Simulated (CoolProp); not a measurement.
Vapour pressure (kPa) of water: the reference equation beside estimates from Tc = 647.1 K, pc = 22060 kPa, ω = 0.344. Clausius-Clapeyron is anchored at 356 K with a constant enthalpy of vaporisation of 41.45 kJ/mol.

Computed with CoolProp (reference Helmholtz-energy equation of state, Wagner 2002).

```
T (K)  reference  Lee-Kesler  Clausius-Clapeyron  Peng-Robinson
-----  ---------  ----------  ------------------  -------------
356        53.16       46.13               53.16          49.58
387.4      165.1       153.0                 [?]          158.9
418.8      423.2         [?]               434.0          416.0
450.2      936.6       934.9               995.6          933.6
481.6       1849        1875                2049            [?]
513         3338        3404                3862           3375
544.4        [?]        5715                6764           5691
575.8       8913        9037               11150           9048
```

**Question.** Some entries are withheld; supply them.

**Answer.** 
- 387.4, Clausius-Clapeyron: 165.4
- 418.8, Lee-Kesler: 410.4
- 481.6, Peng-Robinson: 1860
- 544.4, reference: 5611

Absolute difference from the reference over all 8 rows, mean and median: Lee-Kesler 3.8 and 1.9 %, Clausius-Clapeyron 10.1 and 8.6 %, Peng-Robinson 2.1 and 1.5 %.
